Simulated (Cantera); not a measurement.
A closed system holds: 1 mol Si, 1.3 mol Cl₂, 16 mol H₂, 1.4 mol HCl, at 66000 Pa.

These are equilibrium values from Cantera (NASA tables, ideal gas, pure condensed phases), not measurements of a reactor. Candidate condensed phases: Si; 19 gas species. Rates play no part.

### Question
Which condensed phases are stable at each of these points (T (K)): 1023, 1123, 1223, 1323, 1423, 1523, 1623?

### Answer
```tsv
T (K)	condensed phases	Si condensed (%)
1023	gas only	0.0
1123	gas only	0.0
1223	Si(s)	3.8
1323	Si(s)	7.7
1423	Si(s)	8.1
1523	Si(s)	6.1
1623	Si(s)	3.8
```

From 1023 K to 1123 K nothing is condensed. From 1223 K to 1623 K the condensed part is Si(s).
